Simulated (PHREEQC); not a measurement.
NaOH is added in steps, without added water, to 1 kg of water holding 0.0018 mol KOH and 0.18 mol H3BO3, at 25 °C. CO2 from the air is kept out. Only these solids could form: Borax, Boric_acid,s, KB5O8:4H2O, K2B4O7:4H2O, NaBO2:4H2O, NaB5O8:5H2O.

Base run: PHREEQC, Pitzer model, pitzer.dat. Each further column changes one thing. The table gives pH.

| NaOH added (mol) | base | KOH replaced by K2SiO3 at the same molality | KOH left out | H3BO3 from 0.18 to 0.198 mol/kgw | no solid may form |
|---|---|---|---|---|---|
| 0 | 6.78 | 7.09 | … | 6.68 | 6.78 |
| 0.015 | 7.88 | 7.94 | 7.81 | 7.78 | 7.88 |
| 0.03 | 8.29 | 8.32 | 8.24 | 8.19 | 8.29 |
| 0.045 | 8.58 | 8.61 | 8.54 | … | 8.58 |
| 0.06 | 8.82 | 8.84 | 8.79 | 8.72 | 8.82 |
| 0.075 | 9.03 | 9.05 | 9.00 | 8.92 | 9.03 |
| 0.09 | 9.22 | 9.24 | 9.20 | 9.11 | 9.22 |
| 0.11 | 9.47 | 9.49 | 9.45 | 9.35 | 9.47 |
| 0.125 | 9.66 | 9.67 | 9.64 | 9.53 | 9.66 |
| 0.14 | 9.87 | … | 9.84 | 9.71 | 9.87 |
| 0.155 | 10.11 | 10.12 | 10.08 | 9.90 | 10.11 |
| 0.17 | 10.51 | 10.52 | 10.44 | 10.12 | 10.51 |
| 0.185 | 11.73 | 11.71 | 11.61 | 10.46 | 11.73 |
| 0.2 | 12.20 | 12.19 | 12.17 | 11.52 | 12.20 |

Task: What belongs in the gaps?

Result: 
- 0, KOH left out: 4.75
- 0.045, H3BO3 from 0.18 to 0.198 mol/kgw: 8.48
- 0.14, KOH replaced by K2SiO3 at the same molality: 9.88

 Solids allowed in the column 'KOH replaced by K2SiO3 at the same molality': SiO2(a), Borax, Boric_acid,s, KB5O8:4H2O, K2B4O7:4H2O, NaBO2:4H2O, NaB5O8:5H2O. Solids allowed in the column 'KOH left out': Borax, Boric_acid,s, NaBO2:4H2O, NaB5O8:5H2O.
